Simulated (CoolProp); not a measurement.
The fluid at 244.43 K and 0.414 MPa is compressed adiabatically to 1 MPa with isentropic efficiency 0.7. The same conditions are run with several fluids, on thermodynamics alone (safety and materials aside).

Values from CoolProp's reference Helmholtz-energy equation of state of each fluid (sulfur hexafluoride: Guder 2009; normal hydrogen: Leachman 2009; ethylene: Smukala 2000; nitrous oxide: Lemmon 2006; carbon monoxide: Lemmon 2006).

Task: Rank sulfur hexafluoride, normal hydrogen, ethylene, nitrous oxide, carbon monoxide by work (kJ/kg), highest first.

Result: normal hydrogen (1450), carbon monoxide (104), ethylene (95.4), nitrous oxide (61.4), sulfur hexafluoride (16.0)

```tsv
fluid	final temperature (K)	final density (kg/m³)
sulfur hexafluoride	278.0	75.4
normal hydrogen	346.0	0.697
ethylene	312.9	11.3
nitrous oxide	318.8	17.4
carbon monoxide	344.4	9.78
```
